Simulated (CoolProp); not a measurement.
Vapour-liquid equilibrium of toluene (1) + n-nonane (2) at 439.7 K; x and y are mole fractions of (1).

Model: multi-fluid Helmholtz-energy mixture model, Lemmon 2006 and Lemmon 2006; pair parameters Bell 2016, in CoolProp.

```
x     bubble pressure (MPa)  y at the bubble point  dew pressure at overall composition x (MPa)  liquid density (mol/L)
----  ---------------------  ---------------------  -------------------------------------------  ----------------------
0.05                      …                  0.130                                       0.1567                   4.730
0.15                      …                  0.328                                       0.1691                   4.936
0.25                 0.2249                      …                                       0.1834                   5.160
0.35                 0.2517                  0.582                                       0.2002                   5.405
0.45                 0.2769                  0.669                                       0.2200                   5.673
0.55                 0.3004                  0.742                                       0.2434                   5.969
0.65                 0.3227                  0.805                                       0.2710                   6.298
0.75                 0.3439                  0.863                                            …                   6.664
0.85                 0.3645                  0.918                                       0.3391                       …
0.95                      …                  0.972                                            …                   7.538
```

Fill in the missing entries.


- 0.05, bubble pressure (MPa): 0.1664
- 0.15, bubble pressure (MPa): 0.1963
- 0.25, y at the bubble point: 0.472
- 0.75, dew pressure at overall composition x (MPa): 0.3032
- 0.85, liquid density (mol/L): 7.075
- 0.95, bubble pressure (MPa): 0.3846
- 0.95, dew pressure at overall composition x (MPa): 0.3763

No azeotrope shows between x = 0.05 and 0.95.

Pair parameters are fitted to limited data, so mixtures are less certain than the pure fluids.
